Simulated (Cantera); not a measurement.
An isothermal, constant-pressure homogeneous reactor starts with CH4 : N2 = 1 : 37 (molar parts), at 1248 K and 750 Torr.

Detailed kinetics in Cantera: GRI-Mech 3.0 (53 species, 325 reactions). GRI-Mech 3.0 stops at C3 and has no aromatics, soot or wall deposition, so with more carbon than oxygen in the feed, carbon stays in small species such as C2H2 where larger ones or solid carbon would form.

Problem. Predict: x(CH4) at 80.0 s; x(C2H6) at 80.0 s; x(C2H2) at 80.0 s; x(C2H4) at 80.0 s; x(H2) at 80.0 s.

Solution. 
- x(CH4) at 80.0 s: 0.0237 (gas-phase equilibrium 0.00520)
- x(C2H6) at 80.0 s: 1.60e-5 (gas-phase equilibrium 9.07e-7)
- x(C2H2) at 80.0 s: 0.00115 (gas-phase equilibrium 0.00191)
- x(C2H4) at 80.0 s: 9.62e-5 (gas-phase equilibrium 0.000340)
- x(H2) at 80.0 s: 0.00365 (gas-phase equilibrium 0.0305)
